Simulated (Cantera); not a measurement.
N2O furnace oxynitridation

An isothermal, constant-pressure homogeneous reactor starts with 87.7 % N2O, 12.3 % H2O, at 1175 K and 20.0 Torr.

Detailed kinetics in Cantera: GRI-Mech 3.0 (53 species, 325 reactions). GRI-Mech 3.0 was tuned for natural gas; its chemistry of N2O as a main component is partial and can be far from experiment. Radical loss at walls, strong at low pressure, is not modelled. The mechanism lacks the step 2 NO + O2 → 2 NO2, which can matter for NO2 below about 1400 K. The temperature is held fixed by assumption; the heat of reaction is taken as removed at once.

```csv
t (s),x N2O,x H2O,x NO,x N2,x H,x H2
6.00e-5,0.877,0.123,8.21e-9,4.69e-7,<1e-12,<1e-12
0.000171,0.877,0.123,5.79e-8,1.50e-6,4.62e-12,<1e-12
0.000489,0.877,0.123,3.34e-7,5.10e-6,6.32e-11,5.61e-12
0.00139,0.877,0.123,1.39e-6,1.67e-5,3.31e-10,1.39e-10
0.00398,0.877,0.123,4.50e-6,5.06e-5,1.06e-9,1.81e-9
0.0114,0.877,0.123,1.33e-5,0.000150,2.65e-9,1.57e-8
0.0324,0.877,0.123,3.66e-5,0.000442,3.84e-9,8.15e-8
0.0925,0.875,0.123,9.46e-5,0.00128,4.12e-9,2.18e-7
0.264,0.872,0.123,0.000240,0.00370,4.16e-9,2.94e-7
0.754,0.862,0.122,0.000649,0.0105,3.72e-9,2.03e-7
2.15,0.834,0.121,0.00190,0.0291,3.19e-9,1.25e-7
6.14,0.762,0.118,0.00538,0.0775,2.93e-9,9.03e-8
17.5,0.598,0.111,0.0134,0.187,3.10e-9,8.20e-8
50.0,0.325,0.0992,0.0267,0.370,4.03e-9,9.72e-8
```
x: mole fraction; the columns are a selection and need not sum to one.

Equilibrium at this temperature and pressure: N2O 1.75e-9, H2O 0.0854, NO 0.000171, N2 0.610, H 6.38e-11, H2 7.12e-9 (gas phase only).
